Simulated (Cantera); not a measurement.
A closed system holds: 1 mol HMDSO, 0.89 mol N₂O, 18 mol H₂, at 352 °C and 10000 Pa.

Method: chemical equilibrium by Gibbs-energy minimisation in Cantera with the NASA 1993 tables (ideal gas, pure condensed phases). Candidate condensed phases: C, C₆H₆, C₇H₈, C₈H₁₈, H₂O, Si, SiC, SiO₂, Si₂N₂O, Si₃N₄; 151 gas species. The feed counts by its element totals alone. The numbers say what is thermodynamically allowed, not how fast it happens.

Base state: H₂ 0.708, CH₄ 0.283, N₂ 0.00874, NH₃ 0.000153 (mole fractions); condensed: SiO₂(α-quartz) + Si₂N₂O(s).

**Question.** What changes in the equilibrium state with this change: temperature from 352 °C to 1302 °C?

**Answer.** 
| species | before | after |
|---|---|---|
| H₂ | 0.708 | 0.906 |
| CO | <1e-9 | 0.0633 |
| N₂ | 0.00874 | 0.0297 |
| CH₄ | 0.283 | 0.000149 |
| SiO | <1e-9 | 0.000167 |
| HCN | <1e-9 | 0.000287 |
| H | <1e-9 | 0.000125 |
| C₂H₂ (acetylene) | <1e-9 | 1.91e-5 |
| NH₃ | 0.000153 | 7.43e-7 |
| SiO₂(α-quartz), mol | 0.593 | 0 |
| Si₂N₂O(s), mol | 0.703 | 0 |
| C(graphite), mol | 0 | 2.11 |
| SiC(s), mol | 0 | 2.00 |
